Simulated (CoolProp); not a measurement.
Properties of CF4 (R14) at several states (Tc = -45.8 °C, pc = 3762 kPa, ω = 0.178).

Computed with CoolProp (reference Helmholtz-energy equation of state, Platzer 1990). This equation is an older, rougher fit.

```tsv
T (°C)	p (kPa)	phase	Z	speed of sound (m/s)	Prandtl number
-145.15	17.9	gas	0.9916	123.9	0.733
-106.25	109	gas	0.9750	___	0.754
123.15	2210	gas	0.9793	___	0.777
198.65	207	gas	0.9997	223.5	___
-1.75	1840	gas	___	162.5	0.828
```

Problem. Complete the blanks.

Solution. 
- -106.25, speed of sound (m/s): 137.7
- 123.15, speed of sound (m/s): 204.4
- 198.65, Prandtl number: 0.745
- -1.75, Z: 0.9031

Viscosity comes from a separate model (Huber 2003), an estimate that may be off by 10 % or more. Thermal conductivity comes from a separate model (Huber 2003), an estimate that may be off by 10 % or more.
